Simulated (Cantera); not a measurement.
A freely propagating, adiabatic, planar premixed flame of 24.6 % H2, 17.1 % O2, 56.4 % N2, 1.90 % H2O, equivalence ratio 0.72, unburnt at 623 K and 0.118 atm; mixture-averaged transport, grid criteria slope 0.08 and curve 0.16, no radiation.

Cantera simulation using the H2/O2 subset of GRI-Mech 3.0, which has no nitrogen chemistry; the numbers are that mechanism's predictions, not measurements. Burning velocities carry a grid error of a few per cent, more on coarse grids.

x: mole fraction of selected species; z is measured from the peak of heat release.

```
z (mm)       T (K)  u (m/s)    x H2    x O2       x H   x H2O      x OH   x H2O2
------  ----------  -------  ------  ------  --------  ------  --------  -------
-21.5          623     5.81   0.246   0.171     <1e-8  0.0190     <1e-8    <1e-8
-14.3          623     5.81   0.246   0.171     <1e-8  0.0190     <1e-8    <1e-8
-10.7          623     5.81   0.246   0.171     <1e-8  0.0190     <1e-8    <1e-8
-7.15          623     5.81   0.246   0.171   1.69e-7  0.0190     <1e-8    <1e-8
-3.58          629     5.86   0.245   0.171  0.000253  0.0194   2.25e-5  4.83e-7
-1.79   (withheld)     6.75   0.225   0.168   0.00661  0.0294  0.000313  7.96e-7
0       (withheld)     9.75   0.108   0.126    0.0505   0.118   0.00333  9.22e-7
1.79    (withheld)     12.0  0.0332  0.0756    0.0658   0.203   0.00872  1.07e-6
3.58    (withheld)     13.0  0.0291  0.0690    0.0567   0.215    0.0114  7.75e-7
7.15    (withheld)     14.1  0.0287  0.0655    0.0442   0.224    0.0144  4.40e-7
14.3          1772     15.2  0.0268  0.0622    0.0318   0.234    0.0172  2.27e-7
28.6          1925     16.3  0.0231  0.0592    0.0207   0.246    0.0190  1.23e-7
57.2          2067     17.4  0.0179  0.0566    0.0118   0.259    0.0192  7.71e-8
```

Q: What belongs in the gaps?

A: 
- -1.79, T (K): 732
- 0, T (K): 1090
- 1.79, T (K): 1358
- 3.58, T (K): 1480
- 7.15, T (K): 1622
